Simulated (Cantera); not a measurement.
An isothermal, constant-pressure homogeneous reactor starts with 100 % N₂O, at 1198 K and 760 Torr.

Model: GRI-Mech 3.0 (53 species, 325 reactions), integrated in Cantera. GRI-Mech 3.0 was tuned for natural gas; its chemistry of N2O as a main component is partial and can be far from experiment. The mechanism lacks the step 2 NO + O2 → 2 NO2, which can matter for NO2 below about 1400 K. The temperature is held fixed by assumption; the heat of reaction is taken as removed at once.

One state of this run: x N₂O = 0.513; x O = 1.23e-6; x NO₂ = 0.000352; x NO = 0.0311; x N₂ = 0.309; x O₂ = 0.146. x: mole fraction; the columns are a selection and need not sum to one.

Q: Which value of t (s) does it belong to?
A. 0.0165
B. 52.2
C. 0.928
D. 7.66e-5

A: C, 0.928
